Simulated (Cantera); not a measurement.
A perfectly stirred reactor is fed with 1.42 % CH4, 83.5 % H2, 15.0 % H, at 29000 Pa; it is held at 1923 K, and followed from long to short residence time.

Cantera simulation using GRI-Mech 3.0 (53 species, 325 reactions); the numbers are that mechanism's predictions, not measurements. GRI-Mech 3.0 stops at C3 and has no aromatics, soot or wall deposition, so with more carbon than oxygen in the feed, carbon stays in small species such as C2H2 where larger ones or solid carbon would form.

x: mole fraction; the columns are a selection and need not sum to one.

| τ (s) | x CH4 | x H2 | x H | x C2H4 | x C2H2 | x C2H |
|---|---|---|---|---|---|---|
| 1.0 | 0.00175 | 0.989 | 0.00204 | 2.00e-5 | 0.00663 | 1.95e-7 |
| 0.60 | 0.00208 | 0.989 | 0.00216 | 1.96e-5 | 0.00646 | 2.01e-7 |
| 0.35 | [?] | 0.989 | 0.00233 | 1.92e-5 | 0.00626 | 2.10e-7 |
| 0.21 | 0.00284 | 0.988 | 0.00255 | 1.88e-5 | 0.00606 | 2.23e-7 |
| 0.12 | 0.00324 | 0.988 | 0.00290 | 1.86e-5 | 0.00584 | 2.44e-7 |
| 0.072 | 0.00357 | 0.987 | 0.00334 | 1.86e-5 | 0.00565 | 2.72e-7 |
| 0.042 | 0.00386 | 0.986 | 0.00399 | 1.89e-5 | 0.00547 | 3.15e-7 |
| 0.025 | 0.00405 | 0.985 | [?] | 1.94e-5 | 0.00533 | [?] |
| 0.015 | 0.00415 | 0.984 | 0.00599 | 2.02e-5 | 0.00523 | 4.52e-7 |
| 0.0085 | 0.00413 | 0.982 | 0.00775 | 2.14e-5 | 0.00516 | 5.79e-7 |

Q: What belongs in the gaps?

A: 
- 0.35, x CH4: 0.00246
- 0.025, x H: 0.00484
- 0.025, x C2H: 3.73e-7
